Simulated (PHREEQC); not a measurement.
Model water analysis in mg/kgw, 25 °C, pH 2.91, pe 11.5: Na 3940; K 322; Ca 502; Mg 462; Cl 2660; S(6) as SO4 16900; Zn 9.84; Al 2040; O(0) (dissolved oxygen) 0.908.

Valence states are taken as typed.

Computed with PHREEQC (ion-association model, wateq4f.dat).

No solid was allowed to form.

Q: Predict the ionic strength.

A: ionic strength 0.347 mol/kgw.

Q: In which forms is K present?

A: K+ 92 %, KSO4- 8.4 % of the K.
